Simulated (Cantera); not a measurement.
A Cantera script and what it prints.

```python
import numpy as np
import cantera as ct

gas_names = """
    H HO2 H2 H2O H2O2 H2S H2SO4 Mg MgH MgO MgOH MgO2H2 MgS Mg2 O OH O2 O3 S SH SO SO2 SO3 S2 S2O S8
""".split()
cond_names = """
    H2O(s) H2O(L) H2SO4(L) Mg(cr) Mg(L) MgO(s) MgO(L) MgO2H2(s) MgS(s) MgSO4(s) MgSO4(L) S(cr1) S(cr2)
    S(L)
""".split()


def load(file, names, dense=False):
    # The tables refer to 1 bar. Condensed volumes are neglected.
    table = {s.name: s for s in ct.Species.list_from_file(file)}
    out = []
    for n in names:
        d = dict(table[n].input_data)
        d["thermo"] = dict(d["thermo"], **{"reference-pressure": 1e5})
        if dense:
            d["equation-of-state"] = {"model": "constant-volume", "density": "1e6 g/cm^3"}
        out.append(ct.Species.from_dict(d))
    return out


gas = ct.Solution(thermo="ideal-gas", species=load("nasa_gas.yaml", gas_names))
cond = {s.name: ct.Solution(thermo="fixed-stoichiometry", species=[s], name=s.name)
        for s in load("nasa_condensed.yaml", cond_names, dense=True)}
atoms = {
    'MgO': {'Mg': 1, 'O': 1},
    'H2S': {'H': 2, 'S': 1},
    'H2O': {'H': 2, 'O': 1},
}
top_T = {'MgS(s)': 2250}  # K; cautious upper limits of use, not melting points


def equilibrate(T, P, feed):
    n = {}
    for name, mol in feed.items():
        for a, k in atoms[name].items():
            n[a] = n.get(a, 0.0) + k * mol
    gas.TPX = T, P, n
    mass = sum(n.values()) * gas.mean_molecular_weight
    gas.equilibrate("TP")
    valid = [c for c in cond.values() if c.min_temp <= T <= top_T.get(c.name, c.max_temp)]
    mix = ct.Mixture([(gas, mass / gas.mean_molecular_weight)] + [(c, 0.0) for c in valid])
    mix.T, mix.P = T, P
    mix.equilibrate("TP", solver="vcs", rtol=1e-11, max_steps=5000)
    return mix


results = []
feed = {'MgO': 1, 'H2S': 0.87, 'H2O': 4.1}  # mol
P = 1400000  # Pa
for T in [798, 848, 898, 948, 998, 1048, 1098, 1148, 1198, 1248, 1298]:
    mix = equilibrate(T, P, feed)
    results.append((T, P, feed, dict(zip(mix.species_names, mix.species_moles))))

top = {s: max(r[3][s] / sum(r[3][g] for g in gas_names) for r in results) for s in gas_names}
cols = sorted((s for s in top if top[s] > 0.0001), key=lambda s: -top[s])[:8]
seen = [c for c in cond_names if any(r[3].get(c, 0) > 1e-12 for r in results)]
print("log10 of partial pressures in bar; condensed amounts in mol")
print(f"{'T/K':>10s}" + "".join(f"{s[:9]:>10s}" for s in cols + seen))
for T, P, feed, n in results:
    ng = sum(n[g] for g in gas_names)
    print(f"{T:10.4g}" + "".join(f"{np.log10(max(n[s] / ng * P / 1e5, 1e-99)):10.3f}" for s in cols)
          + "".join(f"{n.get(c, 0):10.4g}" for c in seen))
```

It prints:

```
log10 of partial pressures in bar; condensed amounts in mol
       T/K       H2O       H2S        H2        S2       SO2       S2O        SH    MgO(s)
       798     1.062     0.387    -1.722    -2.414    -2.433    -4.210    -6.142         1
       848     1.062     0.385    -1.504    -2.165    -2.239    -3.941    -5.620         1
       898     1.061     0.383    -1.309    -1.946    -2.066    -3.704    -5.157         1
       948     1.061     0.380    -1.135    -1.751    -1.911    -3.492    -4.743         1
       998     1.060     0.375    -0.978    -1.578    -1.771    -3.303    -4.372         1
      1048     1.059     0.369    -0.837    -1.424    -1.644    -3.134    -4.038         1
      1098     1.058     0.362    -0.708    -1.286    -1.528    -2.981    -3.736         1
      1148     1.056     0.353    -0.592    -1.163    -1.421    -2.843    -3.462         1
      1198     1.055     0.342    -0.487    -1.053    -1.322    -2.718    -3.213         1
      1248     1.053     0.329    -0.391    -0.955    -1.230    -2.605    -2.986         1
      1298     1.050     0.314    -0.303    -0.867    -1.145    -2.503    -2.778         1
```

Cantera equilibrium calculation (NASA polynomials, part measured and part estimated; ideal gas, pure solids and liquids). Gases not in the tables: S3 to S7.
